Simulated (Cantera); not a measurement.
Input: 1 mol Si3N4, 0.23 mol O2, a varied amount of H2, held at 21.0 mbar.

Points: T (K) = 1173, 1223, 1273, 1323, 1373, 1423, 1473, 1523, 1573, 1623, 1673, 1723, 1773; n(H2) (mol) = 8.4, 16, 29, 54, 100, 190, 350.

Cantera's Mixture.equilibrate('TP', solver="vcs", rtol=1e-11, max_steps=5000) on the NASA tables stopped like this:

```
ERROR: FAILURE its = 5001!

*******************************************************************************
CanteraError thrown by MultiPhase::equilibrate:
VCS solver failed. Return code: -1
*******************************************************************************
```

**Question.** What got this run through?

**Answer.** One answer among several that fit: The failure is numerical, not chemical. The same input converged with solver="gibbs", rtol=1e-10, max_steps=50000, and the result passed a check of the equilibrium conditions:
```
   1173        8.4  Si2N2O(s) + Si3N4(a)
   1173         16  Si2N2O(s) + Si3N4(a)
   1173         29  Si2N2O(s) + Si3N4(a)
   1173         54  Si2N2O(s) + Si3N4(a)
   1173        100  Si2N2O(s) + Si3N4(a)
   1173        190  Si2N2O(s) + Si3N4(a)
   1173        350  Si2N2O(s) + Si3N4(a)
   1223        8.4  Si2N2O(s) + Si3N4(a)
   1223         16  Si2N2O(s) + Si3N4(a)
   1223         29  Si2N2O(s) + Si3N4(a)
   1223         54  Si2N2O(s) + Si3N4(a)
   1223        100  Si2N2O(s) + Si3N4(a)
   1223        190  Si2N2O(s) + Si3N4(a)
   1223        350  Si2N2O(s) + Si3N4(a)
   1273        8.4  Si2N2O(s) + Si3N4(a)
   1273         16  Si2N2O(s) + Si3N4(a)
   1273         29  Si2N2O(s) + Si3N4(a)
   1273         54  Si2N2O(s) + Si3N4(a)
   1273        100  Si2N2O(s) + Si3N4(a)
   1273        190  Si2N2O(s) + Si3N4(a)
   1273        350  Si2N2O(s) + Si3N4(a)
   1323        8.4  Si2N2O(s) + Si3N4(a)
   1323         16  Si2N2O(s) + Si3N4(a)
   1323         29  Si2N2O(s) + Si3N4(a)
   1323         54  Si2N2O(s) + Si3N4(a)
   1323        100  Si2N2O(s) + Si3N4(a)
   1323        190  Si2N2O(s) + Si3N4(a)
   1323        350  Si2N2O(s) + Si3N4(a)
   1373        8.4  Si2N2O(s) + Si3N4(a)
   1373         16  Si2N2O(s) + Si3N4(a)
   1373         29  Si2N2O(s) + Si3N4(a)
   1373         54  Si2N2O(s) + Si3N4(a)
   1373        100  Si2N2O(s) + Si3N4(a)
   1373        190  Si2N2O(s) + Si3N4(a)
   1373        350  Si2N2O(s) + Si3N4(a)
   1423        8.4  Si2N2O(s) + Si3N4(a)
   1423         16  Si2N2O(s) + Si3N4(a)
   1423         29  Si2N2O(s) + Si3N4(a)
   1423         54  Si2N2O(s) + Si3N4(a)
   1423        100  Si2N2O(s) + Si3N4(a)
   1423        190  Si2N2O(s) + Si3N4(a)
   1423        350  Si(cr) + Si2N2O(s) + Si3N4(a)
   1473        8.4  Si2N2O(s) + Si3N4(a)
   1473         16  Si2N2O(s) + Si3N4(a)
   1473         29  Si2N2O(s) + Si3N4(a)
   1473         54  Si2N2O(s) + Si3N4(a)
   1473        100  Si2N2O(s) + Si3N4(a)
   1473        190  Si(cr) + Si2N2O(s) + Si3N4(a)
   1473        350  Si(cr) + Si2N2O(s) + Si3N4(a)
   1523        8.4  Si2N2O(s) + Si3N4(a)
   1523         16  Si2N2O(s) + Si3N4(a)
   1523         29  Si2N2O(s) + Si3N4(a)
   1523         54  Si(cr) + Si2N2O(s) + Si3N4(a)
   1523        100  Si(cr) + Si2N2O(s) + Si3N4(a)
   1523        190  Si(cr) + Si2N2O(s) + Si3N4(a)
   1523        350  Si(cr) + Si2N2O(s) + Si3N4(a)
   1573        8.4  Si2N2O(s) + Si3N4(a)
   1573         16  Si2N2O(s) + Si3N4(a)
   1573         29  Si(cr) + Si2N2O(s) + Si3N4(a)
   1573         54  Si(cr) + Si2N2O(s) + Si3N4(a)
   1573        100  Si(cr) + Si2N2O(s) + Si3N4(a)
   1573        190  Si(cr) + Si2N2O(s)
   1573        350  Si(cr) + Si2N2O(s)
   1623        8.4  Si(cr) + Si2N2O(s) + Si3N4(a)
   1623         16  Si(cr) + Si2N2O(s) + Si3N4(a)
   1623         29  Si(cr) + Si2N2O(s) + Si3N4(a)
   1623         54  Si(cr) + Si2N2O(s) + Si3N4(a)
   1623        100  Si(cr) + Si2N2O(s)
   1623        190  Si(cr) + Si2N2O(s)
   1623        350  Si(cr)
   1673        8.4  Si(cr) + Si2N2O(s) + Si3N4(a)
   1673         16  Si(cr) + Si2N2O(s) + Si3N4(a)
   1673         29  Si(cr) + Si2N2O(s) + Si3N4(a)
   1673         54  Si(cr) + Si2N2O(s)
   1673        100  Si(cr) + Si2N2O(s)
   1673        190  Si(cr)
   1673        350  Si(cr)
   1723        8.4  Si(L) + Si2N2O(s) + Si3N4(a)
   1723         16  Si(L) + Si2N2O(s)
   1723         29  Si(L) + Si2N2O(s)
   1723         54  Si(L)
   1723        100  Si(L)
   1723        190  Si(L)
   1723        350  Si(L)
   1773        8.4  Si(L) + Si2N2O(s)
   1773         16  Si(L)
   1773         29  Si(L)
   1773         54  Si(L)
   1773        100  Si(L)
   1773        190  Si(L)
   1773        350  Si(L)
```

The gas is ideal and each condensed phase is pure. Mutual solubility and eutectic melting of coexisting phases are not modelled.
